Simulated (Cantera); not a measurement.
Standard-state values (1 bar) from the NASA 1993 polynomials, evaluated with Cantera. Values are per mole of reaction as written; species without (g) are pure solids or liquids, kept so even where they would boil at 1 bar. VN: taken at fixed stoichiometry.

2 VO2(g) + N2(g) + 8 H(g) = 2 VN + 4 H2O(g)

```
T (K)  ΔH° (kJ)  ΔS° (J/K)  ΔG° (kJ)  log10 K
-----  --------  ---------  --------  -------
1398        [?]        [?]       [?]      [?]
1498    -2730.8     -891.3   -1395.7    48.66
1598        [?]        [?]       [?]      [?]
1698    -2731.2     -891.6   -1217.3    37.45
1798    -2730.7     -891.3   -1128.2    32.78
1898    -2729.7     -890.7   -1039.1    28.60
1998    -2728.2     -890.0    -950.1    24.84
2098    -2726.3     -889.0    -861.1    21.44
2198    -2724.0     -887.9    -772.2    18.35
```

### Question
Complete the blanks.

### Answer

- 1398, ΔH° (kJ): -2729.7
- 1398, ΔS° (J/K): -890.6
- 1398, ΔG° (kJ): -1484.7
- 1398, log10 K: 55.47
- 1598, ΔH° (kJ): -2731.3
- 1598, ΔS° (J/K): -891.6
- 1598, ΔG° (kJ): -1306.5
- 1598, log10 K: 42.71
